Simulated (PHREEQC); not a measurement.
Solution (25 °C): 73 mmol/kgw Cu(NO3)2 and 0.081 mmol/kgw HBF4. Closed to the air; pH follows from the charge balance.

Equilibrium calculation in PHREEQC: ion-association model, phreeqc.dat.

**Question.** The ionic strength comes out as 0.219 mol/kgw. What activity coefficients do Cu+2, CuF+, H+, NO3-, Cu2(OH)2+2 get?

**Answer.** Cu+2 0.32, CuF+ 0.74, H+ 0.79, NO3- 0.69, Cu2(OH)2+2 0.30.

No solid was allowed to form. Complexes and solids missing from the database can't appear. Real BF4- forms and hydrolyses slowly; the run takes it at equilibrium.
